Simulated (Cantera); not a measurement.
Charge: 1 mol Fe₃O₄, 2.6 mol C, 0.17 mol N₂, equilibrated at 0.0133 bar.

Cantera equilibrium calculation (NASA polynomials, part measured and part estimated; ideal gas, pure solids and liquids). Candidate condensed phases: C, Fe, Fe(CO)₅, FeO, Fe₂O₃, Fe₃O₄; 27 gas species. Each liquid is taken as pure. Mutual solubility and eutectic melting of coexisting phases are not modelled. The tables' stoichiometric FeO is somewhat more stable than real wüstite, so its field is too wide. FeO: taken at fixed stoichiometry. Equilibrium is a limit: real reactors are often held back by kinetics, nucleation or transport.

Question: Which condensed phases are stable at each of these points (T (K)): 923, 1023, 1123, 1223, 1323, 1423, 1523, 1623, 1723, 1823, 1923, 2023, 2123, 2223?

Answer: 
```json
[
 {"T (K)": "923", "condensed phases": "Fe(α) + FeO(s)", "Fe condensed (%)": "100.0"},
 {"T (K)": "1023", "condensed phases": "Fe(α) + FeO(s)", "Fe condensed (%)": "100.0"},
 {"T (K)": "1123", "condensed phases": "Fe(α) + FeO(s)", "Fe condensed (%)": "100.0"},
 {"T (K)": "1223", "condensed phases": "Fe(γ) + FeO(s)", "Fe condensed (%)": "100.0"},
 {"T (K)": "1323", "condensed phases": "Fe(γ) + FeO(s)", "Fe condensed (%)": "100.0"},
 {"T (K)": "1423", "condensed phases": "Fe(γ) + FeO(s)", "Fe condensed (%)": "100.0"},
 {"T (K)": "1523", "condensed phases": "Fe(γ) + FeO(s)", "Fe condensed (%)": "100.0"},
 {"T (K)": "1623", "condensed phases": "Fe(γ) + FeO(s)", "Fe condensed (%)": "100.0"},
 {"T (K)": "1723", "condensed phases": "Fe(δ) + FeO(l)", "Fe condensed (%)": "99.9"},
 {"T (K)": "1823", "condensed phases": "Fe(l) + FeO(l)", "Fe condensed (%)": "99.7"},
 {"T (K)": "1923", "condensed phases": "Fe(l) + FeO(l)", "Fe condensed (%)": "99.0"},
 {"T (K)": "2023", "condensed phases": "Fe(l) + FeO(l)", "Fe condensed (%)": "96.6"},
 {"T (K)": "2123", "condensed phases": "Fe(l) + FeO(l)", "Fe condensed (%)": "89.6"},
 {"T (K)": "2223", "condensed phases": "Fe(l) + FeO(l)", "Fe condensed (%)": "67.5"}
]
```

From 923 K to 1123 K the condensed part is Fe(α) + FeO(s). From 1223 K to 1623 K the condensed part is Fe(γ) + FeO(s). At 1723 K the condensed part is Fe(δ) + FeO(l). From 1823 K to 2223 K the condensed part is Fe(l) + FeO(l).
